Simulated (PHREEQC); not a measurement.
## Copper plating or etch bath: speciation

Consider water at 75 °C with 0.001 mol Cu(NO3)2 and 0.15 mol HNO3 per kg of water. Closed to the air; pH follows from the charge balance.

All values are PHREEQC results (ion-association model, wateq4f.dat), not measurements.

No solid was allowed to form.

Task: What pH does the model give?

Result: pH 0.93.

Complexes and solids missing from the database can't appear. Away from 25 °C the constants follow the database's enthalpies or fits; those with neither stay at their 25 °C values.
